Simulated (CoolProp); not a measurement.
Vapour pressure (MPa) of propylene: the reference equation beside estimates from Tc = 364.2 K, pc = 4.555 MPa, ω = 0.146. Clausius-Clapeyron is anchored at 301.3 K with a constant enthalpy of vaporisation of 13.83 kJ/mol.

Values from CoolProp's reference Helmholtz-energy equation of state, Lemmon 2013.

| T (K) | reference | Clausius-Clapeyron | van der Waals | Soave-Redlich-Kwong | Peng-Robinson |
|---|---|---|---|---|---|
| 248.5 | 0.2587 | 0.3860 | 0.8002 | 0.2581 | 0.2584 |
| 259.1 | 0.3748 | 0.5076 | 0.9910 | 0.3752 | 0.3739 |
| 269.6 | 0.5246 | 0.6519 | 1.207 | 0.5268 | ___ |
| 280.2 | 0.7169 | 0.8233 | 1.454 | 0.7219 | 0.7154 |
| 290.8 | 0.9568 | 1.022 | 1.730 | 0.9659 | 0.9558 |
| 301.3 | 1.248 | 1.248 | 2.035 | 1.262 | 1.248 |
| 311.9 | 1.602 | 1.505 | 2.375 | 1.623 | 1.605 |
| 322.5 | 2.025 | ___ | 2.748 | 2.053 | 2.033 |
| 333 | 2.521 | 2.111 | 3.151 | 2.555 | ___ |
| 343.6 | 3.107 | ___ | 3.593 | 3.144 | ___ |

Q: Some entries are withheld; supply them.

A: 
- 269.6, Peng-Robinson: 0.5233
- 322.5, Clausius-Clapeyron: 1.794
- 333, Peng-Robinson: 2.533
- 343.6, Clausius-Clapeyron: 2.462
- 343.6, Peng-Robinson: 3.124

Absolute difference from the reference over all 10 rows, mean and median: Clausius-Clapeyron 18.5 and 15.6 %, van der Waals 87.5 and 71.9 %, Soave-Redlich-Kwong 0.9 and 1.0 %, Peng-Robinson 0.3 and 0.2 %.
